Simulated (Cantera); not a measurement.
A closed system holds: 1 mol AlCl3, 0.76 mol H2O, 13 mol N2, equilibrated at 7.50 mbar.

These are equilibrium values from Cantera (NASA tables, ideal gas, pure condensed phases), not measurements of a reactor. Candidate condensed phases: Al, AlCl3, AlN, Al2O3, H2O, NH4Cl; 45 gas species. The tables' values for AlCl2 are old estimates; treat these amounts as uncertain. Kinetics and transport are ignored. All values below are at 2000 °C.

Base state: N2 0.806, HCl 0.0757, Cl 0.0728, AlCl 0.0257, H 0.00707, H2 0.00531, AlCl2 0.00379, AlOCl 0.00213 (mole fractions); condensed: Al2O3(s).

### Question
What changes in the equilibrium state with this change: pressure from 7.50 mbar to 0.133 bar?

### Answer
| species | before | after |
|---|---|---|
| N2 | 0.806 | 0.840 |
| HCl | 0.0757 | 0.0921 |
| Cl | 0.0728 | 0.0322 |
| AlCl | 0.0257 | 0.00844 |
| AlCl3 | 0.000668 | 0.0135 |
| Al | 6.99e-5 | 2.92e-6 |
| AlO | 2.06e-5 | 1.05e-6 |
| O | 7.02e-5 | 4.81e-6 |
| Al2O3(s), mol | 0.239 | 0.248 |
